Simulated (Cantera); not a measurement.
Cantera run:

```python
import numpy as np
import cantera as ct

gas_names = [...]  # 151 gases of nasa_gas.yaml made of C, H, N, O, Si
cond_names = """
    C(gr) C6H6(L) C7H8(L) C8H18(L),n-octa H2O(s) H2O(L) Si(cr) Si(L) SiC(b) SiO2(Lqz) SiO2(hqz) SiO2(L)
    Si2N2O(s) Si3N4(a)
""".split()


# ... load() reads the species with a 1 bar reference pressure and builds the phases ...
atoms = {
    'Si': {'Si': 1},
    'CO2': {'C': 1, 'O': 2},
    'H2': {'H': 2},
    'NH3': {'N': 1, 'H': 3},
}
top_T = {'C(gr)': 4500, 'SiC(b)': 3050, 'Si2N2O(s)': 2100, 'Si3N4(a)': 2400}  # K; cautious upper limits of use, not melting points


# ... equilibrate(T, P, feed) seeds the gas with the atoms and calls Mixture.equilibrate('TP', solver="vcs", rtol=1e-11, max_steps=5000) ...
results = []
feed = {'Si': 1, 'CO2': 0.01, 'H2': 19, 'NH3': 0.16}  # mol
P = 330  # Pa
for T in [1248, 1273, 1298, 1323, 1348, 1373, 1398, 1423, 1448]:
    mix = equilibrate(T, P, feed)
    results.append((T, P, feed, dict(zip(mix.species_names, mix.species_moles))))

top = {s: max(r[3][s] / sum(r[3][g] for g in gas_names) for r in results) for s in gas_names}
cols = sorted((s for s in top if top[s] > 0.0001), key=lambda s: -top[s])[:9]
seen = [c for c in cond_names if any(r[3].get(c, 0) > 1e-12 for r in results)]
print("log10 of partial pressures in bar; condensed amounts in mol")
print(f"{'T/K':>10s}" + "".join(f"{s[:9]:>10s}" for s in cols + seen))
for T, P, feed, n in results:
    ng = sum(n[g] for g in gas_names)
    print(f"{T:10.4g}" + "".join(f"{np.log10(max(n[s] / ng * P / 1e5, 1e-99)):10.3f}" for s in cols)
          + "".join(f"{n.get(c, 0):10.4g}" for c in seen))
```

Output:

```
log10 of partial pressures in bar; condensed amounts in mol
       T/K        H2        N2         H       SiO    Si(cr)    SiC(b) Si2N2O(s)  Si3N4(a)
      1248    -2.482    -6.924    -7.571    -9.274     0.861  0.009998      0.02   0.02965
      1273    -2.482    -6.619    -7.388    -8.898    0.8621  0.009998   0.01999    0.0293
      1298    -2.482    -6.326    -7.211    -8.536    0.8641  0.009998   0.01998   0.02863
      1323    -2.482    -6.044    -7.041    -8.188    0.8679  0.009998   0.01996   0.02739
      1348    -2.482    -5.773    -6.877    -7.853    0.8747  0.009997   0.01992   0.02513
      1373    -2.482    -5.513    -6.719    -7.531    0.8868  0.009995   0.01983   0.02112
      1398    -2.482    -5.261    -6.566    -7.220    0.9078   0.00999   0.01964   0.01417
      1423    -2.483    -5.019    -6.419    -6.921    0.9437  0.009981   0.01928  0.002358
      1448    -2.483    -4.974    -6.277    -6.443    0.9522  0.009947   0.01784         0
```

Equilibrium computed with Cantera from the NASA thermochemical tables; the gas is ideal and each condensed phase is pure. Mutual solubility and eutectic melting of coexisting phases are not modelled.
